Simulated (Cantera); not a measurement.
Feed: 1 mol Si, 7.3 mol Cl2, 2.3 mol N2, at 1250 °C and 10.0 mbar.

Method: chemical equilibrium by Gibbs-energy minimisation in Cantera with the NASA 1993 tables (ideal gas, pure condensed phases). Candidate condensed phases: Si, Si3N4; 13 gas species. The tables' values for SiCl3 are old estimates; treat these amounts as uncertain. Equilibrium is a limit: real reactors are often held back by kinetics, nucleation or transport.

Base state: Cl 0.379, Cl2 0.310, N2 0.217, SiCl4 0.0942, SiCl3 7.18e-5 (mole fractions); condensed: gas only.

What changes in the equilibrium state with this change: pressure from 10.0 mbar to 0.540 bar?


| species | before | after |
|---|---|---|
| Cl2 | 0.310 | 0.560 |
| N2 | 0.217 | 0.258 |
| SiCl4 | 0.0942 | 0.112 |
| Cl | 0.379 | 0.0694 |
| SiCl3 | 7.18e-5 | 8.67e-6 |

What changes in the equilibrium state with this change: Cl2 from 7.3 to 2.2 mol?


```csv
species,before,after
N2,0.217,0.630
SiCl4,0.0942,0.273
Cl,0.379,0.0817
Cl2,0.310,0.0144
SiCl2,1.64e-7,1.02e-5
SiCl3,7.18e-5,0.000966
```

What changes in the equilibrium state with this change: temperature from 1250 °C to 1425 °C?


```json
[
 {"species": "Cl", "before": "0.379", "after": "0.628"},
 {"species": "N2", "before": "0.217", "after": "0.183"},
 {"species": "Cl2", "before": "0.310", "after": "0.109"},
 {"species": "SiCl4", "before": "0.0942", "after": "0.0788"},
 {"species": "SiCl2", "before": "1.64e-7", "after": "1.94e-5"},
 {"species": "SiCl3", "before": "7.18e-5", "after": "0.000880"}
]
```
